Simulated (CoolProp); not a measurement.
Hydrogen chloride along the isotherm 483.8 K: Z from the reference equation and from simpler models built on Tc = 324.7 K, pc = 8.314 MPa, ω = 0.130; each cubic takes its own stable root.

Values from CoolProp's reference Helmholtz-energy equation of state, Thol 2018.

```
p (MPa)          phase  reference
-------  -------------  ---------
0.0657             gas     0.9992
0.102              gas     0.9987
0.159              gas     0.9980
0.248              gas     0.9968
0.386              gas     0.9951
0.602              gas     0.9923
0.937              gas     0.9881
1.46               gas     0.9815
2.27               gas     0.9715
3.54               gas     0.9561
5.51               gas     0.9332
8.57     supercritical     0.9002
13.3     supercritical     0.8560
20.8     supercritical     0.8041
```

Question: How far does each simpler model (van der Waals, Redlich-Kwong, Peng-Robinson) lie from the reference over these 14 states: mean and median of the absolute difference, and the worst?

Answer: 
- van der Waals: mean 0.8 %, median 0.0 %, worst -6.1 % at 483.8 K and 20.8 MPa
- Redlich-Kwong: mean 0.1 %, median 0.1 %, worst +0.3 % at 483.8 K and 5.51 MPa
- Peng-Robinson: mean 0.2 %, median 0.0 %, worst +1.7 % at 483.8 K and 20.8 MPa
